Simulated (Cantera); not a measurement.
## Carbothermic reduction: TiO2 + CH4 + CO

A closed system holds: 1 mol TiO2, a varied amount of CH4, 0.084 mol CO, equilibrated at 1723.15 K and 13.3 mbar.

Equilibrium computed with Cantera from the NASA thermochemical tables; the gas is ideal and each condensed phase is pure. Candidate condensed phases: C, C6H6, C7H8, C8H18, H2O, Ti, TiC, TiO, TiO2, Ti2O3, Ti3O5, Ti4O7; 113 gas species. Mutual solubility and eutectic melting of coexisting phases are not modelled. TiC: taken at fixed stoichiometry. Kinetics and transport are ignored.

```tsv
n(CH4) (mol)	x H2	x CO	x H	x H2O	x CO2	x C2H2 (acetylene)	x CH4	n Ti2O3(s)	n Ti3O5(s)	n TiC(s)	n C(graphite)
0.35	0.616	0.382	0.00124	0.000707	0.000125	1.98e-10	9.58e-9	0.0528	0.298	0	0
0.44	0.625	0.373	0.00125	0.000718	0.000122	1.92e-10	9.63e-9	0.324	0.118	0	0
0.55	0.641	0.358	0.00127	7.03e-5	1.12e-5	1.98e-8	1.02e-7	0.490	0	0.0201	0
0.69	0.663	0.336	0.00129	7.09e-5	1.02e-5	1.90e-8	1.05e-7	0.462	0	0.0761	0
0.87	0.682	0.316	0.00131	7.13e-5	9.41e-6	1.82e-8	1.07e-7	0.426	0	0.148	0
1.1	0.699	0.300	0.00132	7.15e-5	8.74e-6	1.75e-8	1.09e-7	0.380	0	0.240	0
1.4	0.712	0.286	0.00133	7.15e-5	8.18e-6	1.68e-8	1.10e-7	0.320	0	0.360	0
1.7	0.722	0.277	0.00134	7.15e-5	7.82e-6	1.64e-8	1.11e-7	0.260	0	0.480	0
2.1	0.730	0.269	0.00135	7.14e-5	7.49e-6	1.60e-8	1.11e-7	0.180	0	0.640	0
2.7	0.738	0.260	0.00136	7.14e-5	7.17e-6	1.56e-8	1.11e-7	0.0599	0	0.880	0
3.4	0.764	0.234	0.00138	1.01e-6	8.86e-8	6.92e-5	7.83e-6	0	0	1.00	0.399
4.2	0.800	0.199	0.00141	9.00e-7	6.36e-8	7.25e-5	8.58e-6	0	0	1.00	1.20
```
x: gas mole fraction; n: condensed amount in mol.

From 0.35 mol CH4 to 0.44 mol CH4 the condensed part is Ti2O3(s) + Ti3O5(s). From 0.55 mol CH4 to 2.7 mol CH4 the condensed part is TiC(s) + Ti2O3(s). From 3.4 mol CH4 to 4.2 mol CH4 the condensed part is C(graphite) + TiC(s).
